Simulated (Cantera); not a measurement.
Feed: 1 mol trisilylamine, 2.2 mol N2, at 37.0 Pa.

These are equilibrium values from Cantera (NASA tables, ideal gas, pure condensed phases), not measurements of a reactor. Candidate condensed phases: Si, Si3N4; 18 gas species. The feed counts by its element totals alone. Mutual solubility and eutectic melting of coexisting phases are not modelled. The tables' values for SiN are old estimates; treat these amounts as uncertain. The numbers say what is thermodynamically allowed, not how fast it happens.

log p: log10 of the partial pressure in bar; n: condensed amount in mol.

```tsv
T (°C)	log p H2	log p N2	log p H	log p Si	log p SiH	log p Si2N	n Si3N4(s)	n Si(s)	n Si(l)
927	-3.49	-4.30	-8.45	(withheld)	-14.59	<-15	1.00	0	0
977	-3.49	-4.30	-8.06	(withheld)	-13.52	<-15	1.00	0	0
1027	-3.49	-4.30	-7.70	(withheld)	-12.53	-14.59	1.00	0	0
1077	-3.49	-4.30	-7.37	(withheld)	-11.61	-13.28	1.00	0	0
1127	-3.49	-4.30	-7.06	(withheld)	-10.76	-12.06	1.000	0	0
1177	-3.49	-4.30	-6.77	(withheld)	-9.97	-10.93	1.000	0	0
1227	-3.50	-4.30	-6.50	(withheld)	-9.23	-9.87	1.000	0	0
1277	-3.61	-3.91	-6.31	(withheld)	-8.86	-9.21	0.232	2.30	0
1327	-3.64	-3.86	-6.08	(withheld)	-8.49	-8.78	0	3.00	0
1377	-3.64	-3.86	-5.86	(withheld)	-8.13	-8.40	0	2.99	0
1427	-3.64	-3.86	-5.65	(withheld)	-7.80	-8.06	0	0	2.99
```

Problem. Complete the blanks.

Solution. 
- 927, log p Si: -14.02
- 977, log p Si: -12.81
- 1027, log p Si: -11.70
- 1077, log p Si: -10.67
- 1127, log p Si: -9.71
- 1177, log p Si: -8.82
- 1227, log p Si: -7.99
- 1277, log p Si: -7.48
- 1327, log p Si: -7.01
- 1377, log p Si: -6.57
- 1427, log p Si: -6.17
